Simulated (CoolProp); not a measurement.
Vapour-liquid equilibrium of R114 (1) + R113 (2) at 321 K; x and y are mole fractions of (1).

The numbers come from the multi-fluid Helmholtz-energy mixture model, Platzer 1990 and Marx 1992; pair parameters Bell 2016 in CoolProp. This equation is an older, rougher fit; its heat capacities, sound speeds and derivatives of the liquid may be far off and weren't checked against measurements.

```json
[
 {"x": "0.05", "bubble pressure, mixture model (MPa)": "0.1175", "bubble pressure, Raoult's law (MPa)": "0.1182", "y, mixture model": "0.168", "y, Raoult's law": "0.178"},
 {"x": "0.15", "bubble pressure, mixture model (MPa)": "0.1485", "bubble pressure, Raoult's law (MPa)": "0.1501", "y, mixture model": "0.403", "y, Raoult's law": "0.421"},
 {"x": "0.25", "bubble pressure, mixture model (MPa)": "0.1799", "bubble pressure, Raoult's law (MPa)": "0.1821", "y, mixture model": "0.560", "y, Raoult's law": "0.579"},
 {"x": "0.35", "bubble pressure, mixture model (MPa)": "0.2117", "bubble pressure, Raoult's law (MPa)": "0.2140", "y, mixture model": "0.671", "y, Raoult's law": "0.690"},
 {"x": "0.45", "bubble pressure, mixture model (MPa)": "0.2435", "bubble pressure, Raoult's law (MPa)": "0.2459", "y, mixture model": "0.754", "y, Raoult's law": "0.771"},
 {"x": "0.55", "bubble pressure, mixture model (MPa)": "0.2754", "bubble pressure, Raoult's law (MPa)": "0.2779", "y, mixture model": "0.819", "y, Raoult's law": "0.834"},
 {"x": "0.65", "bubble pressure, mixture model (MPa)": "0.3073", "bubble pressure, Raoult's law (MPa)": "0.3098", "y, mixture model": "0.871", "y, Raoult's law": "0.885"},
 {"x": "0.75", "bubble pressure, mixture model (MPa)": "0.3393", "bubble pressure, Raoult's law (MPa)": "0.3418", "y, mixture model": "0.914", "y, Raoult's law": "0.925"},
 {"x": "0.85", "bubble pressure, mixture model (MPa)": "0.3717", "bubble pressure, Raoult's law (MPa)": "0.3737", "y, mixture model": "0.952", "y, Raoult's law": "0.959"},
 {"x": "0.95", "bubble pressure, mixture model (MPa)": "0.4048", "bubble pressure, Raoult's law (MPa)": "0.4057", "y, mixture model": "0.985", "y, Raoult's law": "0.987"}
]
```

The largest gap from Raoult's law is -1.2 % in bubble pressure, at x = 0.25. No azeotrope shows between x = 0.05 and 0.95.

The pair parameters rest on a limited set of measurements; away from them the model extrapolates.
